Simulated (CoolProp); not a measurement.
Vapour-liquid equilibrium of R134a (1) + R141b (2) at 0.152 MPa; x and y are mole fractions of (1).

The numbers come from the multi-fluid Helmholtz-energy mixture model, Tillner-Roth 1994 and Lemmon 2006; pair parameters Bell 2016 in CoolProp.

| x | bubble temperature (°C) | y at the bubble point | dew temperature at overall composition x (°C) | liquid density (mol/L) |
|---|---|---|---|---|
| 0.05 | 31.6 | 0.364 | 42.6 | 10.50 |
| 0.125 | 18.4 | 0.633 | 40.2 | 10.83 |
| 0.2 | 9.7 | 0.759 | 37.7 | 11.09 |
| 0.275 | 3.7 | 0.827 | 35.0 | 11.32 |
| 0.35 | -0.7 | 0.869 | 32.1 | 11.53 |
| 0.425 | -3.9 | 0.896 | 29.0 | 11.72 |
| 0.5 | -6.4 | 0.915 | 25.5 | 11.90 |
| 0.575 | -8.5 | 0.930 | 21.7 | 12.08 |
| 0.65 | -10.1 | 0.943 | 17.4 | 12.26 |
| 0.725 | -11.7 | 0.954 | 12.3 | 12.44 |
| 0.8 | -13.1 | 0.965 | 6.2 | 12.64 |
| 0.875 | -14.4 | 0.977 | -1.4 | 12.84 |
| 0.95 | -15.8 | 0.990 | -11.1 | 13.06 |

No azeotrope shows between x = 0.05 and 0.95.

The pair parameters rest on a limited set of measurements; away from them the model extrapolates.
